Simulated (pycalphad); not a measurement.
Source of the numbers: pycalphad with the COST 507 light-alloy database (1999); pressure 1 atm. No gas phase is included, though pure Mg would boil below 1650 K. These are 1990s assessments: newer ones move some temperatures and phases. Diffusion is slow at the low end, where real alloys seldom reach equilibrium.

# Mg-0.71Si-7.2Al (at.%): equilibrium cooling sequence

```tsv
T (K)	phases above	phases below
876.1	liquid	hcp + liquid
863.2	hcp + liquid	hcp + liquid + MG2SI
770.8	hcp + liquid + MG2SI	hcp + MG2SI
612.5	hcp + MG2SI	ALMG_GAMMA + hcp + MG2SI
```

Changes were sought between steps of 50 K, so a narrower field can be missed.

Database names, with the compositions (at.%) that they take in these runs: MG2SI: Mg 67 Si 33; ALMG_GAMMA: Mg 59 Al 41.
